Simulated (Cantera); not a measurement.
Feed: 1 mol SiO₂, 0.25 mol MgO, 54 mol H₂, equilibrated at 101000 Pa.

These are equilibrium values from Cantera (NASA tables, ideal gas, pure condensed phases), not measurements of a reactor. Candidate condensed phases: H₂O, Mg, MgO, Mg(OH)₂, MgSiO₃, Mg₂SiO₄, Si, SiO₂; 24 gas species. Mutual solubility and eutectic melting of coexisting phases are not modelled. The tables hold silica as quartz up to 1696 K and as liquid above; real silica turns to tridymite and cristobalite and melts near 1996 K. Condensed phases not in the tables: alloys, solid solutions and most ternary compounds. Equilibrium is a limit: real reactors are often held back by kinetics, nucleation or transport.

log p: log10 of the partial pressure in bar; n: condensed amount in mol.

| T (K) | log p H₂ | log p H₂O | log p SiO | log p H | n MgSiO₃(s) | n SiO₂(β-quartz) | n SiO₂(condensed) |
|---|---|---|---|---|---|---|---|
| 1100 | 0.01 | -7.33 | -8.34 | … | 0.250 | 0.750 | 0 |
| 1200 | 0.01 | -6.63 | -6.87 | … | 0.250 | 0.750 | 0 |
| 1300 | 0.01 | -5.82 | -5.86 | … | 0.250 | 0.750 | 0 |
| 1400 | 0.01 | -5.04 | -5.07 | … | 0.250 | 0.750 | 0 |
| 1500 | 0.01 | -4.37 | -4.39 | … | 0.250 | 0.748 | 0 |
| 1600 | 0.01 | -3.78 | -3.80 | … | 0.250 | 0.742 | 0 |
| 1700 | 0.01 | -3.27 | -3.28 | … | 0.249 | 0 | 0.723 |
| 1800 | 0.00 | -2.82 | -2.84 | … | 0.247 | 0 | 0.675 |

Q: Some entries are withheld; supply them.

A: 
- 1100, log p H: -7.58
- 1200, log p H: -6.70
- 1300, log p H: -5.95
- 1400, log p H: -5.31
- 1500, log p H: -4.75
- 1600, log p H: -4.26
- 1700, log p H: -3.83
- 1800, log p H: -3.44
